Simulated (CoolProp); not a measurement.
Vapour-liquid equilibrium of toluene (1) + o-xylene (2) at 1.06 MPa; x and y are mole fractions of (1).

The numbers come from the multi-fluid Helmholtz-energy mixture model, Lemmon 2006 and Zhou 2012; pair parameters Bell 2016 in CoolProp.

| x | bubble temperature (K) | y at the bubble point | dew temperature at overall composition x (K) | liquid density (mol/L) |
|---|---|---|---|---|
| 0.05 | 532.5 | 0.075 | 533.3 | 6.020 |
| 0.15 | 527.7 | 0.218 | 530.0 | 6.127 |
| 0.25 | 523.0 | 0.349 | 526.6 | 6.233 |
| 0.35 | 518.4 | 0.467 | 522.9 | 6.340 |
| 0.45 | 514.0 | 0.574 | 519.1 | 6.446 |
| 0.55 | 509.9 | 0.670 | 515.0 | 6.552 |
| 0.65 | 505.9 | 0.756 | 510.7 | 6.657 |
| 0.75 | 502.1 | 0.834 | 506.1 | 6.763 |
| 0.85 | 498.5 | 0.904 | 501.3 | 6.869 |
| 0.95 | 495.1 | 0.969 | 496.2 | 6.977 |

No azeotrope shows between x = 0.05 and 0.95.

The pair parameters rest on a limited set of measurements; away from them the model extrapolates.
